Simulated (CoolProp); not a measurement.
A single-stage vapour-compression cycle with R152A: evaporating at 262.15 K (dew point), condensing at 302.15 K (bubble point), superheat 0 K, subcooling 0 K, compressor efficiency 0.65, no pressure losses. Each further row changes one setting.

Values from CoolProp's reference Helmholtz-energy equation of state, Outcalt 1996. It is a modified Benedict-Webb-Rubin equation, recast in Helmholtz form.

| case | cooling COP | pressure ratio | discharge temperature (K) | refrigerating effect (kJ/kg) | volumetric capacity (kJ/m³) |
|---|---|---|---|---|---|
| as stated | 3.63 | 3.84 | 336.0 | 248 | 1400 |
| evaporating temperature 267.15 K | (withheld) | 3.17 | 330.9 | (withheld) | 1710 |
| condensing temperature 297.15 K | (withheld) | (withheld) | 327.8 | (withheld) | 1450 |
| subcooling 5 K | 3.76 | 3.84 | 336.0 | 257 | 1450 |
| superheat 10 K | 3.61 | 3.84 | 347.0 | 259 | (withheld) |
| compressor efficiency 0.55 | (withheld) | 3.84 | 346.0 | 248 | 1400 |

### Question
What belongs in the gaps?

### Answer

- evaporating temperature 267.15 K, cooling COP: 4.30
- evaporating temperature 267.15 K, refrigerating effect (kJ/kg): 252
- condensing temperature 297.15 K, cooling COP: 4.24
- condensing temperature 297.15 K, pressure ratio: 3.32
- condensing temperature 297.15 K, refrigerating effect (kJ/kg): 258
- superheat 10 K, volumetric capacity (kJ/m³): 1390
- compressor efficiency 0.55, cooling COP: 3.07
